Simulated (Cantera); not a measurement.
## Thermodynamics of carbon deposition, reforming and gasification, feed C2H2 + NH3 + N2

A closed system holds: 1 mol C2H2, 0.12 mol NH3, 6.9 mol N2, at 101000 Pa.

Equilibrium computed with Cantera from the NASA thermochemical tables; the gas is ideal and each condensed phase is pure. Candidate condensed phases: C, C6H6, C7H8, C8H18; 92 gas species. The numbers say what is thermodynamically allowed, not how fast it happens.

From 702 °C to 1902 °C the condensed part is C(graphite). The main C-bearing gas is CH4 at 702 °C and HCN at 1902 °C. The share of C in condensed phases is highest at 1102 °C (99.9 %) and lowest at 1902 °C (95.6 %).

```
T (°C)  log p N2  log p H2  log p HCN  log p CH4  n C(graphite)
------  --------  --------  ---------  ---------  -------------
702        -0.06     -0.85      -5.92      -2.60           1.98
902        -0.06     -0.84      -4.70      -3.39           2.00
1102       -0.06     -0.83      -3.84      -3.97           2.00
1302       -0.06     -0.83      -3.21      -4.41           1.99
1502       -0.06     -0.84      -2.72      -4.75           1.98
1702       -0.06     -0.84      -2.33      -5.03           1.96
1902       -0.07     -0.85      -2.02      -5.26           1.91
```
log p: log10 of the partial pressure in bar; n: condensed amount in mol.
